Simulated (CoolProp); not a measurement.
Computed with CoolProp (reference Helmholtz-energy equation of state, Span 1996).

Q: Give the vapour pressure (kPa), vapour density (kg/m³), vapour viscosity (µPa s) of saturated carbon dioxide at 235.2, 260.8, 273.6 K.

A: 
| T (K) | p (kPa) | vapour density (kg/m³) | vapour viscosity (µPa s) |
|---|---|---|---|
| 235.2 | 1080 | 28.1 | 11.9 |
| 260.8 | 2480 | 66.1 | 13.5 |
| 273.6 | 3530 | 99.1 | 14.6 |

Viscosity comes from a separate model (Laesecke 2017).
